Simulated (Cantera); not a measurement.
Cantera run:

```python
import numpy as np
import cantera as ct

gas_names = """
    C CN CO CO2 C2 CCN CNC C2N2 C2O C3 C3O2 C4 C4N2 C5 N NCO NO NO2 NO3 N2 N2O O O2 O3 Si SiC SiC2 SiN
    SiO SiO2 Si2 Si2C Si2N Si3
""".split()
cond_names = """
    C(gr) Si(cr) Si(L) SiC(b) SiO2(Lqz) SiO2(hqz) SiO2(L) Si2N2O(s) Si3N4(a)
""".split()


# ... load() reads the species with a 1 bar reference pressure and builds the phases ...
atoms = {
    'SiC': {'Si': 1, 'C': 1},
    'CO2': {'C': 1, 'O': 2},
    'N2': {'N': 2},
    'N2O': {'N': 2, 'O': 1},
}
top_T = {'C(gr)': 4500, 'SiC(b)': 3050, 'Si2N2O(s)': 2100, 'Si3N4(a)': 2400}  # K; cautious upper limits of use, not melting points


# ... equilibrate(T, P, feed) seeds the gas with the atoms and calls Mixture.equilibrate('TP', solver="vcs", rtol=1e-11, max_steps=5000) ...
results = []
feed = {'SiC': 1, 'CO2': 3.7, 'N2': 930, 'N2O': 0.83}  # mol
T = 1523.15  # K
P = 1333.22  # Pa
mix = equilibrate(T, P, feed)
results.append((T, P, feed, dict(zip(mix.species_names, mix.species_moles))))
print(gas.report(threshold=0.001))
for i in range(1, mix.n_phases):
    print(f"{mix.phase(i).name:16s} {mix.phase_moles(i):12.5e} mol")
```

It prints:

```
       temperature   1523.2 K
          pressure   1333.2 Pa
           density   0.0029519 kg/m^3
  mean mol. weight   28.04 kg/kmol
   phase of matter   gas

                          1 kg             1 kmol
                     ---------------   ---------------
          enthalpy        1.3622e+06        3.8197e+07  J
   internal energy        9.1057e+05        2.5533e+07  J
           entropy            9938.6        2.7868e+05  J/K
    Gibbs function       -1.3776e+07       -3.8628e+08  J
 heat capacity c_p            1243.9             34880  J/K
 heat capacity c_v            947.41             26565  J/K

                      mass frac. Y      mole frac. X     chem. pot. / RT
                     ---------------   ---------------   ---------------
                CO         0.0033847         0.0033884           -45.544
               CO2          0.002567         0.0016355           -72.075
                N2           0.99405           0.99498           -30.382
     [  +31 minor]        4.0734e-07        2.9093e-07

C(gr)             0.00000e+00 mol
Si(cr)            0.00000e+00 mol
SiC(b)            0.00000e+00 mol
SiO2(hqz)         9.99820e-01 mol
Si2N2O(s)         0.00000e+00 mol
Si3N4(a)          0.00000e+00 mol
```

Cantera equilibrium calculation (NASA polynomials, part measured and part estimated; ideal gas, pure solids and liquids). The tables hold silica as quartz up to 1696 K and as liquid above; real silica turns to tridymite and cristobalite and melts near 1996 K.
